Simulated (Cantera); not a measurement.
Input (Python, Cantera) and output of one run.

```python
import numpy as np
import cantera as ct

gas_names = [...]  # 62 gases of nasa_gas.yaml made of B, F, H, N, O
cond_names = """
    B(b) B(L) BN(s) B2O3(L) B3O3H3(cr) H2O(s) H2O(L)
""".split()


# ... load() reads the species with a 1 bar reference pressure and builds the phases ...
atoms = {
    'BF3': {'B': 1, 'F': 3},
    'O2': {'O': 2},
    'N2': {'N': 2},
    'H2O': {'H': 2, 'O': 1},
}
top_T = {'BN(s)': 3200}  # K; cautious upper limits of use, not melting points


# ... equilibrate(T, P, feed) seeds the gas with the atoms and calls Mixture.equilibrate('TP', solver="vcs", rtol=1e-11, max_steps=5000) ...
results = []
feed = {'BF3': 1, 'O2': 0.9, 'N2': 1.6, 'H2O': 0.52}  # mol
P = 10000  # Pa
for T in [1075, 1125, 1175, 1225, 1275, 1325, 1375, 1425]:
    mix = equilibrate(T, P, feed)
    results.append((T, P, feed, dict(zip(mix.species_names, mix.species_moles))))
    x = sorted(zip(gas.X, gas.species_names), reverse=True)
    print(f"T = {T:g} K  P = {P:g} Pa  gas = {mix.phase_moles(0):.4g} mol")
    print("   x: " + "  ".join(f"{s} {v:.3e}" for v, s in x if v > 0.0001))
    print("   condensed (mol): " + ("  ".join(f"{mix.phase(i).name} {mix.phase_moles(i):.4g}"
          for i in range(1, mix.n_phases) if mix.phase_moles(i) > 1e-12) or "none"))
```

Output:

```
T = 1075 K  P = 10000 Pa  gas = 4.102 mol
   x: N2 3.900e-01  O2 2.194e-01  BF3 1.850e-01  HF 1.180e-01  H2O 6.760e-02  B3O3F3 1.928e-02  BOF 5.953e-04
   condensed (mol): none
T = 1125 K  P = 10000 Pa  gas = 4.111 mol
   x: N2 3.892e-01  O2 2.189e-01  BF3 1.802e-01  HF 1.265e-01  H2O 6.305e-02  B3O3F3 2.037e-02  BOF 1.509e-03  HBO2 2.020e-04
   condensed (mol): none
T = 1175 K  P = 10000 Pa  gas = 4.123 mol
   x: N2 3.880e-01  O2 2.182e-01  BF3 1.756e-01  HF 1.345e-01  H2O 5.857e-02  B3O3F3 2.096e-02  BOF 3.503e-03  HBO2 4.270e-04  NO 1.151e-04
   condensed (mol): none
T = 1225 K  P = 10000 Pa  gas = 4.14 mol
   x: N2 3.863e-01  O2 2.173e-01  BF3 1.709e-01  HF 1.422e-01  H2O 5.402e-02  B3O3F3 2.073e-02  BOF 7.490e-03  HBO2 8.275e-04  NO 1.679e-04
   condensed (mol): none
T = 1275 K  P = 10000 Pa  gas = 4.168 mol
   x: N2 3.838e-01  O2 2.158e-01  BF3 1.659e-01  HF 1.496e-01  H2O 4.921e-02  B3O3F3 1.923e-02  BOF 1.475e-02  HBO2 1.461e-03  NO 2.372e-04
   condensed (mol): none
T = 1325 K  P = 10000 Pa  gas = 4.21 mol
   x: N2 3.799e-01  O2 2.136e-01  BF3 1.603e-01  HF 1.569e-01  H2O 4.390e-02  BOF 2.657e-02  B3O3F3 1.610e-02  HBO2 2.312e-03  NO 3.252e-04
   condensed (mol): none
T = 1375 K  P = 10000 Pa  gas = 4.267 mol
   x: N2 3.748e-01  O2 2.107e-01  HF 1.647e-01  BF3 1.536e-01  BOF 4.318e-02  H2O 3.791e-02  B3O3F3 1.142e-02  HBO2 3.184e-03  NO 4.338e-04  BOF2 1.209e-04
   condensed (mol): none
T = 1425 K  P = 10000 Pa  gas = 4.333 mol
   x: N2 3.690e-01  O2 2.074e-01  HF 1.738e-01  BF3 1.457e-01  BOF 6.209e-02  H2O 3.124e-02  B3O3F3 6.391e-03  HBO2 3.673e-03  NO 5.655e-04  BOF2 1.558e-04
   condensed (mol): none
```

Method: chemical equilibrium by Gibbs-energy minimisation in Cantera with the NASA 1993 tables (ideal gas, pure condensed phases). Gases not in the tables: H3BO3.
